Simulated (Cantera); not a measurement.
Feed: 1 mol TiCl4, 0.15 mol CH4, at 1200 K and 35.0 Pa.

These are equilibrium values from Cantera (NASA tables, ideal gas, pure condensed phases), not measurements of a reactor. Candidate condensed phases: C, C6H6, C7H8, C8H18, Ti, TiC, TiCl2, TiCl3, TiCl4; 96 gas species. The tables' values for TiCl2 are old estimates; treat these amounts as uncertain. TiC: taken at fixed stoichiometry. Equilibrium is a limit: real reactors are often held back by kinetics, nucleation or transport.

Base state: TiCl4 0.382, HCl 0.341, TiCl3 0.251, H2 0.0263, TiCl2 6.78e-5, Cl 1.92e-5 (mole fractions); condensed: C(graphite) + TiC(s).

Problem. What changes in the equilibrium state with this change: CH4 from 0.15 to 1.1 mol?

Solution. 
```csv
species,before,after
HCl,0.341,0.641
H2,0.0263,0.247
TiCl3,0.251,0.0580
TiCl4,0.382,0.0542
TiCl2,6.78e-5,2.55e-5
Cl,1.92e-5,1.18e-5
"C(graphite), mol",0.116,0.535
"TiC(s), mol",0.0342,0.565
```

Problem. What changes in the equilibrium state with this change: CH4 from 0.15 to 0.11 mol?

Solution. 
```csv
species,before,after
TiCl4,0.382,0.431
HCl,0.341,0.278
TiCl3,0.251,0.275
H2,0.0263,0.0165
TiCl2,6.78e-5,7.20e-5
Cl,1.92e-5,1.98e-5
"C(graphite), mol",0.116,0.109
"TiC(s), mol",0.0342,0.00109
```

Problem. What changes in the equilibrium state with this change: pressure from 35.0 Pa to 133 Pa?

Solution. 
```csv
species,before,after
TiCl4,0.382,0.440
HCl,0.341,0.318
TiCl3,0.251,0.200
H2,0.0263,0.0417
Cl,1.92e-5,7.31e-6
TiCl2,6.78e-5,3.73e-5
"C(graphite), mol",0.116,0.106
"TiC(s), mol",0.0342,0.0442
```
